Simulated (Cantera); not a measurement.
A closed system holds: 1 mol Si, 0.63 mol Cl2, held at 525 °C and 1.33 mbar.

Method: chemical equilibrium by Gibbs-energy minimisation in Cantera with the NASA 1993 tables (ideal gas, pure condensed phases). Candidate condensed phases: Si; 9 gas species. The tables' values for SiCl3 are old estimates; treat these amounts as uncertain. The numbers say what is thermodynamically allowed, not how fast it happens.

What is the equilibrium state?


| Property | Value |
|---|---|
| x(SiCl4) | 0.999 |
| x(SiCl3) | 0.00123 |
| x(SiCl2) | 0.000172 |
| n(Si(s)) | 0.685 mol |
| gas amount | 0.3151 mol |
